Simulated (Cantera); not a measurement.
Charge: 1 mol Si, 13 mol HCl, 1.4 mol O2, equilibrated at 1.80 Pa.

Cantera equilibrium calculation (NASA polynomials, part measured and part estimated; ideal gas, pure solids and liquids). Candidate condensed phases: H2O, Si, SiO2; 30 gas species. Rates play no part.

Task: Which condensed phases are stable at each of these points (T (K)): 648, 698, 748, 798, 848, 898, 948, 998?

Result: 
| T (K) | condensed phases | Si condensed (%) |
|---|---|---|
| 648 | SiO2(α-quartz) | 100.0 |
| 698 | SiO2(α-quartz) | 100.0 |
| 748 | SiO2(α-quartz) | 100.0 |
| 798 | SiO2(α-quartz) | 100.0 |
| 848 | SiO2(β-quartz) | 100.0 |
| 898 | SiO2(β-quartz) | 100.0 |
| 948 | SiO2(β-quartz) | 100.0 |
| 998 | SiO2(β-quartz) | 100.0 |

From 648 K to 798 K the condensed part is SiO2(α-quartz). From 848 K to 998 K the condensed part is SiO2(β-quartz).
